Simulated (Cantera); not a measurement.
What does this Cantera script print?

```python
import numpy as np
import cantera as ct

gas_names = """
    AL ALCL ALCL2 ALCL3 ALN ALO ALOCL ALO2 AL2 AL2CL6 AL2O AL2O2 CL CLO CL2 N NO NO2 NO3 N2 N2O O O2 O3
""".split()
cond_names = """
    AL(cr) AL(L) ALCL3(s) ALCL3(L) ALN(s) AL2O3(a) AL2O3(L)
""".split()


# ... load() reads the species with a 1 bar reference pressure and builds the phases ...
atoms = {
    'AlCl3': {'AL': 1, 'CL': 3},
    'N2O': {'N': 2, 'O': 1},
    'N2': {'N': 2},
}
top_T = {'ALN(s)': 2750}  # K; cautious upper limits of use, not melting points


# ... equilibrate(T, P, feed) seeds the gas with the atoms and calls Mixture.equilibrate('TP', solver="vcs", rtol=1e-11, max_steps=5000) ...
results = []
feed = {'AlCl3': 1, 'N2O': 6.3, 'N2': 11}  # mol
P = 1000  # Pa
for T in [1173, 1248, 1323, 1398, 1473, 1548, 1623, 1698, 1773, 1848, 1923, 1998, 2073, 2148]:
    mix = equilibrate(T, P, feed)
    results.append((T, P, feed, dict(zip(mix.species_names, mix.species_moles))))

top = {s: max(r[3][s] / sum(r[3][g] for g in gas_names) for r in results) for s in gas_names}
cols = sorted((s for s in top if top[s] > 1e-06), key=lambda s: -top[s])[:9]
seen = [c for c in cond_names if any(r[3].get(c, 0) > 1e-12 for r in results)]
print("log10 of partial pressures in bar; condensed amounts in mol")
print(f"{'T/K':>10s}" + "".join(f"{s[:9]:>10s}" for s in cols + seen))
for T, P, feed, n in results:
    ng = sum(n[g] for g in gas_names)
    print(f"{T:10.4g}" + "".join(f"{np.log10(max(n[s] / ng * P / 1e5, 1e-99)):10.3f}" for s in cols)
          + "".join(f"{n.get(c, 0):10.4g}" for c in seen))
```

Result:

```
log10 of partial pressures in bar; condensed amounts in mol
       T/K        N2        CL        O2       CL2        NO         O     ALOCL       CLO     ALCL3  AL2O3(a)
      1173    -2.090    -4.041    -2.948    -3.181    -5.929    -9.329   -14.329    -6.897    -8.326       0.5
      1248    -2.092    -3.725    -2.951    -3.217    -5.687    -8.652   -13.058    -6.644    -7.719       0.5
      1323    -2.096    -3.460    -2.954    -3.283    -5.473    -8.052   -11.949    -6.437    -7.232    0.4999
      1398    -2.101    -3.249    -2.960    -3.392    -5.284    -7.517   -10.987    -6.278    -6.875    0.4999
      1473    -2.106    -3.094    -2.966    -3.560    -5.116    -7.037   -10.159    -6.171    -6.659    0.4998
      1548    -2.111    -2.993    -2.971    -3.790    -4.964    -6.603    -9.453    -6.113    -6.583    0.4997
      1623    -2.115    -2.935    -2.975    -4.069    -4.825    -6.208    -8.848    -6.095    -6.622    0.4997
      1698    -2.117    -2.906    -2.978    -4.371    -4.698    -5.848    -8.323    -6.103    -6.730    0.4998
      1773    -2.118    -2.893    -2.981    -4.672    -4.581    -5.518    -7.856    -6.122    -6.869    0.4998
      1848    -2.119    -2.886    -2.984    -4.963    -4.473    -5.215    -7.435    -6.146    -7.016    0.4998
      1923    -2.119    -2.883    -2.987    -5.236    -4.374    -4.935    -7.051    -6.172    -7.163    0.4998
      1998    -2.120    -2.882    -2.992    -5.493    -4.283    -4.677    -6.698    -6.198    -7.303    0.4997
      2073    -2.120    -2.881    -2.998    -5.732    -4.200    -4.438    -6.373    -6.224    -7.436    0.4995
      2148    -2.121    -2.881    -3.006    -5.957    -4.124    -4.218    -6.071    -6.251    -7.560     0.499
```

These are equilibrium values from Cantera (NASA tables, ideal gas, pure condensed phases), not measurements of a reactor.
